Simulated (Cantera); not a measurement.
## Thermodynamics of silicon oxide and oxynitride deposition, feed TEOS + O2 + H2

A closed system holds: 1 mol TEOS, 3.1 mol O2, 46 mol H2, held at 1473 K.

Equilibrium computed with Cantera from the NASA thermochemical tables; the gas is ideal and each condensed phase is pure. Candidate condensed phases: C, C6H6, C7H8, C8H18, H2O, Si, SiC, SiO2; 123 gas species. The feed counts by its element totals alone. The tables hold silica as quartz up to 1696 K and as liquid above; real silica turns to tridymite and cristobalite and melts near 1996 K. Kinetics and transport are ignored.

From 0.0375 Torr to 750 Torr the condensed part is SiO2(β-quartz). The main Si-bearing gas is SiO throughout.

```tsv
P (Pa)	log p H2	log p CO	log p H2O	log p SiO	log p H	log p CO2	log p CH4	log p OH	n SiO2(β-quartz)
5	-4.36	-5.21	-6.57	-6.90	-7.08	-7.81	<-16	-10.88	0.838
17	-3.83	-4.67	-6.18	-6.76	-6.81	-7.41	-15.20	-10.75	0.935
59	-3.29	-4.13	-5.71	-6.69	-6.54	-6.95	-13.50	-10.55	0.978
210	-2.74	-3.58	-5.19	-6.66	-6.27	-6.43	-11.81	-10.31	0.993
710	-2.21	-3.05	-4.67	-6.65	-6.00	-5.91	-10.21	-10.05	0.998
2400	-1.68	-2.52	-4.15	-6.64	-5.74	-5.39	-8.62	-9.79	0.999
8400	-1.14	-1.98	-3.60	-6.64	-5.47	-4.84	-6.99	-9.52	1.000
29000	-0.60	-1.44	-3.07	-6.64	-5.20	-4.30	-5.38	-9.25	1.000
100000	-0.06	-0.90	-2.51	-6.66	-4.93	-3.75	-3.79	-8.96	1.000
```
log p: log10 of the partial pressure in bar; n: condensed amount in mol.
